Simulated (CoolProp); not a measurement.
Properties of isobutene along the isobar 2.43 bar.

The numbers come from the reference Helmholtz-energy equation of state, Lemmon 2005 in CoolProp. It is a short technical equation, of lower accuracy than the large ones.

```csv
T (K),phase,density (kg/m³),cp (kJ/(kg K)),expansivity (1/kK)
275.3,liquid,616.1,2.263,1.898
280.7,liquid,609.7,2.288,1.951
286,liquid,603.4,2.314,2.008
296.7,gas,5.949,1.704,4.370
302,gas,5.815,?,4.209
307.3,gas,5.689,1.724,4.064
312.7,gas,5.568,1.736,3.930
318,gas,5.455,?,3.811
323.4,gas,?,?,?
328.7,gas,5.243,?,3.598
```

Task: Fill in the missing entries.

Result: 
- 302, cp (kJ/(kg K)): 1.713
- 318, cp (kJ/(kg K)): 1.749
- 323.4, density (kg/m³): 5.345
- 323.4, cp (kJ/(kg K)): 1.763
- 323.4, expansivity (1/kK): 3.699
- 328.7, cp (kJ/(kg K)): 1.778
